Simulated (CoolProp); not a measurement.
A single-stage vapour-compression cycle with the fluid: evaporating at 320.15 K (dew point), condensing at 379.15 K (bubble point), superheat 2 K, subcooling 0 K, compressor efficiency 0.85, no pressure losses. The same conditions are run with several fluids, on thermodynamics alone (safety and materials aside).

Values from CoolProp's reference Helmholtz-energy equation of state of each fluid (R11: Jacobsen 1992; R21: Platzer 1990; R236EA: Rui 2013; R1336mzz(Z): McLinden 2020; cyclopentane: Gedanitz 2015). The equations of Platzer and Polt are older, rougher fits.

```json
[
 {"fluid": "R11", "cooling COP": "?", "pressure ratio": "?", "discharge temperature (K)": "388.2", "refrigerating effect (kJ/kg)": "118", "volumetric capacity (kJ/m³)": "?"},
 {"fluid": "R21", "cooling COP": "3.59", "pressure ratio": "4.13", "discharge temperature (K)": "404.1", "refrigerating effect (kJ/kg)": "151", "volumetric capacity (kJ/m³)": "2300"},
 {"fluid": "R236EA", "cooling COP": "2.53", "pressure ratio": "4.28", "discharge temperature (K)": "379.1", "refrigerating effect (kJ/kg)": "62.3", "volumetric capacity (kJ/m³)": "1670"},
 {"fluid": "R1336mzz(Z)", "cooling COP": "?", "pressure ratio": "4.99", "discharge temperature (K)": "379.1", "refrigerating effect (kJ/kg)": "80.8", "volumetric capacity (kJ/m³)": "864"},
 {"fluid": "cyclopentane", "cooling COP": "?", "pressure ratio": "?", "discharge temperature (K)": "?", "refrigerating effect (kJ/kg)": "270", "volumetric capacity (kJ/m³)": "688"}
]
```

Problem. Fill in the missing entries.

Solution. 
- R11, cooling COP: 3.60
- R11, pressure ratio: 4.33
- R11, volumetric capacity (kJ/m³): 1390
- R1336mzz(Z), cooling COP: 2.95
- cyclopentane, cooling COP: 3.66
- cyclopentane, pressure ratio: 5.09
- cyclopentane, discharge temperature (K): 380.6

The compression ends wet for: R236EA; R1336mzz(Z).
